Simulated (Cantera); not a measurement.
An adiabatic, constant-pressure homogeneous reactor starts with 6.54 % CO, 2.75 % H2, 0.582 % CH4, 17.6 % O2, 66.1 % N2, 6.48 % H2O, equivalence ratio 0.33, at 1525 K and 10.0 bar.

Computed with Cantera and GRI-Mech 3.0 (53 species, 325 reactions).

Task: Predict: time of steepest temperature rise; temperature at 1.00 s; equilibrium temperature; x(CO) at 1.00 s; x(H2) at 1.00 s; x(H2O2) at 1.00 s.

Result: 
| Property | Result |
|---|---|
| time of steepest temperature rise | 5.45 µs |
| temperature at 1.00 s | 2273 K |
| equilibrium temperature | 2273 K |
| x(CO) at 1.00 s | 0.000672 (gas-phase equilibrium 0.000672) |
| x(H2) at 1.00 s | 0.000176 (gas-phase equilibrium 0.000176) |
| x(H2O2) at 1.00 s | 4.79e-7 (gas-phase equilibrium 4.79e-7) |
